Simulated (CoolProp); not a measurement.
CF4 (R14) at 298.15 K and 13.3 MPa flows at 0.46 m/s in a round tube of 50 mm bore and 0.25 µm roughness, fully developed (64/Re and Nu = 3.66 if laminar; Colebrook and Gnielinski if turbulent). Each further row changes one setting.

The numbers come from the reference Helmholtz-energy equation of state, Platzer 1990 in CoolProp. This equation is an older, rougher fit; its heat capacities, sound speeds and derivatives of the liquid may be far off and weren't checked against measurements.

```json
[
 {"case": "as stated", "Reynolds number": "390000", "Darcy friction factor": "0.0138", "pressure drop (Pa/m)": "19.8", "heat-transfer coefficient (W/(m² K))": "540", "mass flow (kg/h)": "2200"},
 {"case": "velocity 0.92 m/s", "Reynolds number": "779000", "Darcy friction factor": "0.0123", "pressure drop (Pa/m)": "70.3", "heat-transfer coefficient (W/(m² K))": "967", "mass flow (kg/h)": "4410"},
 {"case": "diameter 100 mm", "Reynolds number": "779000", "Darcy friction factor": "0.0122", "pressure drop (Pa/m)": "8.75", "heat-transfer coefficient (W/(m² K))": "482", "mass flow (kg/h)": "8810"}
]
```

Viscosity comes from a separate model (Huber 2003), an estimate that may be off by 10 % or more. Thermal conductivity comes from a separate model (Huber 2003), an estimate that may be off by 10 % or more.
